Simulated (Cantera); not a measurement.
Charge: 1 mol CH₃OH, a varied amount of CO₂, 40 mol H₂, equilibrated at 575 K and 0.100 bar.

Method: chemical equilibrium by Gibbs-energy minimisation in Cantera with the NASA 1993 tables (ideal gas, pure condensed phases). Candidate condensed phases: C, C₆H₆, C₇H₈, C₈H₁₈, H₂O; 110 gas species. Kinetics and transport are ignored.

log p: log10 of the partial pressure in bar; nothing condenses.

| n(CO₂) (mol) | log p H₂ | log p H₂O | log p CH₄ | log p CO₂ | log p CO | log p C₂H₆ |
|---|---|---|---|---|---|---|
| 0.036 | -1.02 | -2.58 | -2.60 | -9.18 | [?] | -10.66 |
| 0.073 | -1.02 | -2.55 | -2.58 | -9.10 | [?] | -10.63 |
| 0.15 | -1.03 | -2.50 | -2.55 | -8.94 | [?] | -10.57 |
| 0.29 | -1.03 | -2.41 | -2.50 | -8.70 | [?] | -10.46 |
| 0.58 | -1.04 | -2.27 | -2.41 | -8.29 | [?] | -10.27 |
| 1.2 | -1.07 | -2.07 | -2.26 | -7.64 | [?] | -9.94 |
| 2.3 | -1.11 | -1.84 | -2.07 | -6.80 | [?] | -9.52 |
| 4.6 | -1.25 | -1.55 | -1.81 | -5.44 | [?] | -8.87 |

Question: Fill in the missing entries.

Answer: 
- 0.036, log p CO: -9.22
- 0.073, log p CO: -9.17
- 0.15, log p CO: -9.07
- 0.29, log p CO: -8.92
- 0.58, log p CO: -8.66
- 1.2, log p CO: -8.23
- 2.3, log p CO: -7.67
- 4.6, log p CO: -6.73
